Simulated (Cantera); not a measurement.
Feed: 1 mol CH₃Cl, at 0.133 bar.

Equilibrium computed with Cantera from the NASA thermochemical tables; the gas is ideal and each condensed phase is pure. Candidate condensed phases: C, C₆H₆, C₇H₈, C₈H₁₈; 91 gas species. Kinetics and transport are ignored. All values below are at 1673 K.

Base state: H₂ 0.500, HCl 0.500, H 0.000220, Cl 0.000172, CH₄ 4.04e-5, C₂H₂ (acetylene) 2.85e-5 (mole fractions); condensed: C(graphite).

What changes in the equilibrium state with this change: pressure from 0.133 bar to 12.0 Pa?


| species | before | after |
|---|---|---|
| H₂ | 0.500 | 0.496 |
| HCl | 0.500 | 0.491 |
| H | 0.000220 | 0.00732 |
| Cl | 0.000172 | 0.00566 |
| CH₄ | 4.04e-5 | 3.58e-8 |
| C₂H₂ (acetylene) | 2.85e-5 | 2.83e-5 |
| C(graphite), mol | 1.000 | 1.000 |
